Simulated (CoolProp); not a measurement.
R114 at 298.15 K and 0.0376 MPa is throttled through a valve to 0.0148 MPa with no heat exchange. Each further row changes one setting.

Computed with CoolProp (reference Helmholtz-energy equation of state, Platzer 1990). This equation is an older, rougher fit.

```csv
case,temperature change (K),final density (kg/m³)
as stated,?,?
outlet pressure 0.00444 MPa,?,?
outlet pressure 0.0192 MPa,?,?
```

### Question
Fill in the missing entries.

### Answer

- as stated, temperature change (K): -0.4
- as stated, final density (kg/m³): 1.03
- outlet pressure 0.00444 MPa, temperature change (K): -0.6
- outlet pressure 0.00444 MPa, final density (kg/m³): 0.307
- outlet pressure 0.0192 MPa, temperature change (K): -0.3
- outlet pressure 0.0192 MPa, final density (kg/m³): 1.33
